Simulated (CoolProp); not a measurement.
Dimethyl carbonate along the isotherm 201.45 °C: Z from the reference equation and from simpler models built on Tc = 283.9 °C, pc = 4.909 MPa, ω = 0.346; each cubic takes its own stable root.

Computed with CoolProp (reference Helmholtz-energy equation of state, Zhou 2011).

```csv
p (MPa),phase,reference,van der Waals,Peng-Robinson
0.669,gas,0.9158,0.9373,0.9092
1.34,gas,0.8131,0.8652,0.8019
2.01,liquid,(withheld),0.7778,(withheld)
2.68,liquid,0.07680,0.1326,0.07818
3.35,liquid,0.09563,0.1627,0.09709
4.02,liquid,0.1143,0.1921,0.1158
4.69,liquid,0.1329,0.2211,0.1343
5.36,liquid,0.1514,0.2496,(withheld)
6.02,liquid,0.1695,0.2773,(withheld)
6.69,liquid,0.1878,0.3051,0.1886
7.36,liquid,0.2060,0.3327,0.2064
```

Problem. Fill in the missing entries.

Solution. 
- 2.01, reference: 0.05782
- 2.01, Peng-Robinson: 0.05904
- 5.36, Peng-Robinson: 0.1526
- 6.02, Peng-Robinson: 0.1705

At some of these states van der Waals gives the other phase, because its saturation line lies elsewhere.
